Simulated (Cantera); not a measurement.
A closed system holds: 1 mol SiHCl3, 0.044 mol C2H4, 410 mol H2, equilibrated at 1998 K and 930 Pa.

Cantera equilibrium calculation (NASA polynomials, part measured and part estimated; ideal gas, pure solids and liquids). Candidate condensed phases: C, C6H6, C7H8, C8H18, Si, SiC; 109 gas species. The tables' values for SiCl are old estimates; treat these amounts as uncertain. Gases not in the tables: Si2H6 and higher silanes. Kinetics and transport are ignored.

Base state: H2 0.974, H 0.0164, HCl 0.00698, Si 0.00189, SiH 0.000123, Cl 8.76e-5, Si2C 5.15e-5, SiCl2 4.97e-5 (mole fractions); condensed: SiC(s).

Task: What changes in the equilibrium state with this change: pressure from 930 Pa to 16000 Pa?

Result: 
```
species            before     after
----------------  -------  --------
H2                  0.974     0.988
HCl               0.00698   0.00698
H                  0.0164   0.00399
Si                0.00189  0.000266
Si2C              5.15e-5   7.23e-6
C2H2 (acetylene)  1.28e-5   2.22e-6
Cl                8.76e-5   2.10e-5
SiC(s), mol        0.0545    0.0815
Si(l), mol              0     0.669
```
Mutual solubility and eutectic melting of coexisting phases are not modelled.

Task: What changes in the equilibrium state with this change: temperature from 1998 K to 1675 K?

Result: 
| species | before | after |
|---|---|---|
| H2 | 0.974 | 0.992 |
| HCl | 0.00698 | 0.00691 |
| H | 0.0164 | 0.00120 |
| Si | 0.00189 | 4.67e-5 |
| SiCl2 | 4.97e-5 | 0.000174 |
| C2H2 (acetylene) | 1.28e-5 | 1.04e-8 |
| Si2C | 5.15e-5 | 2.42e-7 |
| SiC(s), mol | 0.0545 | 0.0878 |
| Si(s), mol | 0 | 0.811 |
Mutual solubility and eutectic melting of coexisting phases are not modelled.

Task: What changes in the equilibrium state with this change: temperature from 1998 K to 2225 K?

Result: 
```json
[
 {"species": "H2", "before": "0.974", "after": "0.926"},
 {"species": "H", "before": "0.0164", "after": "0.0646"},
 {"species": "HCl", "before": "0.00698", "after": "0.00667"},
 {"species": "Si", "before": "0.00189", "after": "0.00219"},
 {"species": "SiCl2", "before": "4.97e-5", "after": "3.93e-6"},
 {"species": "C2H2 (acetylene)", "before": "1.28e-5", "after": "8.98e-5"},
 {"species": "Si2C", "before": "5.15e-5", "after": "9.58e-6"},
 {"species": "Cl", "before": "8.76e-5", "after": "0.000338"},
 {"species": "SiH2", "before": "4.24e-5", "after": "1.35e-5"},
 {"species": "SiC(s), mol", "before": "0.0545", "after": "0"}
]
```
